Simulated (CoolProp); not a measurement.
Properties of carbon dioxide along the isobar 9.62 MPa.

The numbers come from the reference Helmholtz-energy equation of state, Span 1996 in CoolProp.

| T (°C) | phase | cv (kJ/(kg K)) | speed of sound (m/s) |
|---|---|---|---|
| -51.15 | liquid | 0.9772 | 987.8 |
| -20.75 | liquid | 0.9401 | 784.7 |
| 9.55 | liquid | 0.9274 | 561.3 |
| 39.95 | supercritical | 1.064 | 247.2 |
| 70.35 | supercritical | 0.8798 | 242.8 |
| 100.75 | supercritical | 0.8338 | 269.5 |
| 131.05 | supercritical | 0.8255 | 289.8 |
| 161.45 | supercritical | 0.8296 | 306.8 |
| 191.85 | supercritical | 0.8394 | 321.8 |
| 222.25 | supercritical | 0.8520 | 335.4 |
| 252.55 | supercritical | 0.8659 | 347.8 |
